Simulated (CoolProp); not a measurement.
CF4 (R14) at several states: fugacity coefficient from the reference equation and from simpler models built on Tc = -45.8 °C, pc = 3762 kPa, ω = 0.178; each cubic takes its own stable root.

Model: reference Helmholtz-energy equation of state, Platzer 1990, in CoolProp. This equation is an older, rougher fit; its heat capacities, sound speeds and derivatives of the liquid may be far off and weren't checked against measurements.

```csv
T (°C),p (kPa),phase,reference,van der Waals,Redlich-Kwong,Soave-Redlich-Kwong,Peng-Robinson
10.65,11.3,gas,0.9995,0.9995,0.9995,0.9995,0.9994
38.25,7910,supercritical,0.7889,0.7419,0.7636,0.8058,0.7687
-137.05,31,gas,0.9878,0.9920,0.9885,0.9877,0.9873
-138.35,1550,liquid,0.03132,0.1978,0.04582,0.03113,0.03157
```
